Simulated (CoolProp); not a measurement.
Values from CoolProp's reference Helmholtz-energy equation of state, Gao 2020.

### Question
Give the vapour pressure (MPa), liquid cp (kJ/(kg K)), vapour Z, surface tension (mN/m) of saturated ammonia at 305.6, 324 K.

### Answer
| T (K) | p (MPa) | liquid cp (kJ/(kg K)) | vapour Z | surface tension (mN/m) |
|---|---|---|---|---|
| 305.6 | 1.25 | 4.85 | 0.865 | 18.8 |
| 324 | 2.08 | 5.08 | 0.814 | 14.7 |

Surface tension comes from a separate correlation (Mulero 2012).
